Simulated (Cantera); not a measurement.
Cantera run, input and output.

```python
import numpy as np
import cantera as ct

gas = ct.Solution("gri30.yaml")
gas.TPX = 1625, 13332, {'C2H6': 1, 'H2': 2.2}
inlet = ct.Reservoir(gas, clone=True)

reactor = ct.IdealGasConstPressureReactor(gas, energy="off", clone=False)
exhaust = ct.Reservoir(gas, clone=True)
tau = [15, 5, 1.7, 0.58, 0.2, 0.067, 0.023, 0.0078, 0.0026, 0.0009][0]
for a, b in ((inlet, reactor), (reactor, exhaust)):
    ct.MassFlowController(a, b, mdot=lambda t: reactor.mass / tau)
net = ct.ReactorNet([reactor])
show = ['C2H6', 'H2', 'CH4', 'C2H4', 'C2H2', 'CH2', 'H']

rows = []
print(f"{'tau/s':>10s}{'T/K':>9s}" + "".join(f"{s:>11s}" for s in show))
for tau in [15, 5, 1.7, 0.58, 0.2, 0.067, 0.023, 0.0078, 0.0026, 0.0009]:
    net.initial_time = 0.0
    net.advance(30 * tau)
    before = gas.X
    net.advance(40 * tau)
    drift = np.max(np.abs(gas.X - before) / (gas.X + 1e-9))
    rows.append([gas.T, *gas[show].X, drift])
    print(f"{tau:10.3e}{gas.T:9.1f}" + "".join(f"{x:11.3e}" for x in gas[show].X))
```

Result:

```
     tau/s      T/K       C2H6         H2        CH4       C2H4       C2H2        CH2          H
 1.500e+01   1625.0  5.493e-06  7.920e-01  2.177e-02  1.770e-03  1.841e-01  2.188e-08  1.832e-04
 5.000e+00   1625.0  1.439e-05  7.851e-01  3.174e-02  1.801e-03  1.810e-01  3.583e-08  1.948e-04
 1.700e+00   1625.0  3.762e-05  7.761e-01  4.459e-02  1.931e-03  1.769e-01  6.168e-08  2.167e-04
 5.800e-01   1625.0  9.577e-05  7.659e-01  5.898e-02  2.310e-03  1.720e-01  1.103e-07  2.542e-04
 2.000e-01   1625.0  2.349e-04  7.550e-01  7.410e-02  3.225e-03  1.665e-01  2.004e-07  3.104e-04
 6.700e-02   1625.0  5.814e-04  7.422e-01  9.141e-02  5.368e-03  1.590e-01  3.690e-07  3.877e-04
 2.300e-02   1625.0  1.407e-03  7.271e-01  1.110e-01  9.929e-03  1.486e-01  6.548e-07  4.809e-04
 7.800e-03   1625.0  3.457e-03  7.086e-01  1.330e-01  1.932e-02  1.325e-01  1.134e-06  5.911e-04
 2.600e-03   1625.0  8.683e-03  6.872e-01  1.548e-01  3.664e-02  1.079e-01  1.926e-06  7.160e-04
 9.000e-04   1625.0  2.119e-02  6.668e-01  1.687e-01  6.037e-02  7.553e-02  3.156e-06  8.370e-04
```

Detailed kinetics in Cantera: GRI-Mech 3.0 (53 species, 325 reactions). GRI-Mech 3.0 stops at C3 and has no aromatics, soot or wall deposition, so with more carbon than oxygen in the feed, carbon stays in small species such as C2H2 where larger ones or solid carbon would form.
